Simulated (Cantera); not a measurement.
A closed system holds: 1 mol Al, 2 mol HCl, 5.5 mol H₂, at 0.400 bar.

Equilibrium computed with Cantera from the NASA thermochemical tables; the gas is ideal and each condensed phase is pure. Candidate condensed phases: Al, AlCl₃; 12 gas species. Rates play no part.

Over these rows the condensed part is Al(s). Partial pressures as log10 of bar:

```csv
T (K),1000/T (1/K),log p AlCl,log p H₂,log p AlCl₃
800,1.2500,-4.55,-0.44,-1.51
825,1.2121,-4.27,-0.44,-1.48
850,1.1765,-4.00,-0.44,-1.46
875,1.1429,-3.75,-0.44,-1.45
900,1.1111,?,-0.44,-1.45
925,1.0811,-3.30,-0.44,-1.44
```

Question: Fit log p(AlCl) = a + b·(1000/T) to the five rows, give the apparent enthalpy, and predict the row at 900 K.

Answer: Means: 1000/T = 1.1725, log p = -3.974. Sxy = -0.124700, Sxx = 0.0168205, so b = -7.41 and a = -3.974 − (-7.41)×1.1725 = 4.71.
Apparent enthalpy: −19.145 × (-7.41) = 142 kJ/mol. With the condensed phases at unit activity, 2/3 Al(s) + 1/3 AlCl₃(g) = AlCl(g) links this pressure to the main gases: over the six rows their terms move log p by +0.02 in all, so the slope is close to that reaction's ΔH°. The five rows lie within 0.01 of the line.
Prediction at 900 K: 4.71 + (-7.41)×1.1111 = -3.52. The computed value is -3.52, 0.00 from the line.
